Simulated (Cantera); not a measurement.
Input (Python, Cantera):

```python
import numpy as np
import cantera as ct

surf = ct.Interface("ptcombust.yaml", "Pt_surf")
gas = surf.adjacent["gas"]
gas.TPX = 825, 170000, {'H2': 0.0039, 'O2': 0.015, 'N2': 0.79}
surf.TP = 825, 170000
reactor = ct.FlowReactor(gas, clone=False)
reactor.area = 0.0001  # m2
reactor.surface_area_to_volume_ratio = 130  # 1/m
reactor.mass_flow_rate = 0.12 * reactor.area * gas.density  # inlet velocity 0.12 m/s
reactor.energy_enabled = False
wall = ct.ReactorSurface(surf, reactor, clone=False)
net = ct.ReactorNet([reactor])
net.rtol, net.atol = 1e-8, 1e-16
show, cover = ['H2', 'O2', 'H2O'], ['PT(S)', 'H(S)', 'O(S)', 'OH(S)', 'CO(S)', 'C(S)']

rows = []
print(f"{'z/m':>9s}{'u/(m/s)':>9s}" + "".join(f"{s:>13s}" for s in show + cover))
for z in [9.2e-05, 0.00016, 0.00029, 0.00052, 0.00092, 0.0016, 0.0029, 0.0052, 0.0092]:
    net.advance(z)
    rows.append([reactor.speed, *gas[show].X, *surf[cover].coverages])
    print(f"{z:9.4g}{rows[-1][0]:9.3g}" + "".join(f"{x:13.4e}" for x in rows[-1][1:]))
```

Output:

```
      z/m  u/(m/s)           H2           O2          H2O        PT(S)         H(S)         O(S)        OH(S)        CO(S)         C(S)
  9.2e-05     0.12   1.6708e-03   1.6994e-02   3.1582e-03   2.0049e-01   9.5376e-08   7.9643e-01   3.0795e-03   1.0642e-26   1.9254e-29
  0.00016     0.12   1.0830e-03   1.6705e-02   3.7474e-03   1.4679e-01   5.7254e-08   8.5039e-01   2.8184e-03   1.6490e-26   6.0584e-29
  0.00029     0.12   5.8808e-04   1.6461e-02   4.2435e-03   1.1010e-01   3.5827e-08   8.8733e-01   2.5679e-03   5.4413e-28   1.1289e-30
  0.00052     0.12   2.5091e-04   1.6295e-02   4.5815e-03   9.0860e-02   2.6088e-08   9.0673e-01   2.4055e-03   9.5450e-27   1.9397e-29
  0.00092     0.12   6.9237e-05   1.6206e-02   4.7636e-03   8.2341e-02   2.2110e-08   9.1533e-01   2.3252e-03  -1.7966e-29  -5.1244e-32
   0.0016     0.12   8.7974e-06   1.6176e-02   4.8242e-03   7.9766e-02   2.0949e-08   9.1793e-01   2.2998e-03   9.5016e-28   2.1264e-30
   0.0029     0.12   1.8006e-07   1.6172e-02   4.8328e-03   7.9408e-02   2.0790e-08   9.1829e-01   2.2963e-03   1.4836e-24   3.3637e-27
   0.0052     0.12   1.8661e-10   1.6172e-02   4.8330e-03   7.9401e-02   2.0786e-08   9.1830e-01   2.2962e-03   7.0871e-29   1.5850e-31
   0.0092     0.12   9.5925e-14   1.6172e-02   4.8330e-03   7.9401e-02   2.0786e-08   9.1830e-01   2.2962e-03   6.9593e-29   1.5628e-31
```

Model: Deutschmann's 1995 Pt surface mechanism with GRI-Mech 3.0 gas chemistry, integrated in Cantera. Catalytic surfaces can have several steady states; this one follows from the mechanism file's or the stated starting coverage. Mass transfer to the wall is taken as infinitely fast.
